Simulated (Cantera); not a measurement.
Gas mixture: 2.64 % CO, 29.0 % C₃H₈, 32.2 % NH₃, 36.2 % C₂H₆, at 0.120 bar, frozen composition.

Cantera's kinetic-theory transport with the Lennard-Jones parameters of GRI-Mech 3.0, ideal gas; thermal conductivity in the mixture-averaged form. Polar gases are described roughly by these parameters. The composition is frozen, though it would react at the higher temperatures.

One state of this run: ρ (kg/m³) = 0.0431; cp (J/kg/K) = 3817; μ (µPa s) = 26.8; λ (mW/m/K) = 135; Pr = 0.756; D (cm²/s) CH₃ = 12.0; D (cm²/s) N₂ = 10.8; D (cm²/s) CO₂ = 8.50. D: mixture-averaged diffusion coefficient of that species in the mixture.

**Question.** Which value of T (K) does it belong to?
A) 400
B) 1000
C) 600
D) 1400

**Answer.** B, 1000
